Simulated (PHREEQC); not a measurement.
# Sulfide liquor: an equilibrium model

Solution (60 °C): 0.21 mol/kgw NaHS, 0.00093 mol/kgw HCl and 0.00012 mol/kgw ZnCl2. Closed to the air; pH follows from the charge balance.

All values are PHREEQC results (ion-association model, phreeqc.dat), not measurements.

```
Item                         Result
--------------------  -------------
pH                             8.66
ionic strength        0.210 mol/kgw
activity of water             0.993
specific conductance    35600 µS/cm
density                 0.990 g/cm³
total alkalinity         209 meq/kg
```

```csv
species,molality,activity,log γ
Na+,0.210,0.153,-0.137
HS-,0.208,0.143,-0.163
H2S,0.00124,0.00130,0.021
Cl-,0.00117,0.000815,-0.157
S-2,0.000250,6.77e-5,-0.567
Zn(HS)3-,8.98e-5,6.55e-5,-0.137
OH-,6.39e-5,4.39e-5,-0.163
Zn(HS)2,3.02e-5,3.17e-5,0.021
H+,2.78e-9,2.18e-9,-0.105
```

This is a speciation only: nothing precipitates in the calculation. Saturation is exceeded, for instance for Sphalerite (slow to form); the values hold only as long as no solid forms. At this temperature some constants are extrapolated from 25 °C, and those without enthalpy data are left unchanged.
